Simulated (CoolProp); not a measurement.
Vapour-liquid equilibrium of ethanol (1) + toluene (2) at 358.3 K; x and y are mole fractions of (1).

Model: multi-fluid Helmholtz-energy mixture model, Schroeder 2014 and Lemmon 2006; pair parameters Bell 2016, in CoolProp.

```
x     bubble pressure (bar)  y at the bubble point  dew pressure at overall composition x (bar)  liquid density (mol/L)
----  ---------------------  ---------------------  -------------------------------------------  ----------------------
0.05                 0.7300                  0.387                                       0.4861                   8.905
0.15                  1.046                  0.598                                       0.5401                   9.282
0.25                  1.194                  0.665                                       0.6073                   9.710
0.35                  1.263                  0.695                                       0.6927                   10.20
0.45                  1.298                  0.713                                       0.8044                   10.76
0.55                  1.322                  0.729                                       0.9551                   11.41
0.65                  1.343                  0.750                                        1.159                   12.16
0.75                  1.360                  0.785                                        1.343                   13.02
0.85                  1.364                  0.841                                        1.363                   14.03
0.95                  1.341                  0.934                                        1.335                   15.19
```

y crosses x between x = 0.75 and 0.85: the model has an azeotrope there.

The pair parameters rest on a limited set of measurements; away from them the model extrapolates. With so large a gap from Raoult's law the liquid may split in two, which this calculation doesn't test in full.
